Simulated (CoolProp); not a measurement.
c-C4F8 (RC318) along the isotherm 500 K: density (kg/m³) from the reference equation and from simpler models built on Tc = 388.4 K, pc = 2.778 MPa, ω = 0.355; each cubic takes its own stable root.

Computed with CoolProp (reference Helmholtz-energy equation of state, Platzer 1990). This equation is an older, rougher fit; its heat capacities, sound speeds and derivatives of the liquid may be far off and weren't checked against measurements.

```
p (MPa)          phase  reference
-------  -------------  ---------
0.022              gas      1.060
0.0371             gas      1.788
0.0625             gas      3.016
0.106              gas      5.126
0.178              gas      8.636
0.301              gas      14.69
0.507              gas      24.99
0.856              gas      42.91
1.44               gas      74.33
2.44               gas      132.7
4.11     supercritical      244.0
6.94     supercritical      462.3
```

**Question.** How far does each simpler model (ideal gas, van der Waals, Redlich-Kwong, Soave-Redlich-Kwong, Peng-Robinson) lie from the reference over these 12 states: mean and median of the absolute difference, and the worst?

**Answer.** 
- ideal gas: mean 6.2 %, median 1.9 %, worst -27.8 % at 500 K and 6.94 MPa
- van der Waals: mean 3.1 %, median 0.5 %, worst +17.0 % at 500 K and 6.94 MPa
- Redlich-Kwong: mean 2.0 %, median 0.5 %, worst +10.2 % at 500 K and 6.94 MPa
- Soave-Redlich-Kwong: mean 0.8 %, median 0.1 %, worst -5.9 % at 500 K and 6.94 MPa
- Peng-Robinson: mean 0.5 %, median 0.3 %, worst +1.4 % at 500 K and 2.44 MPa
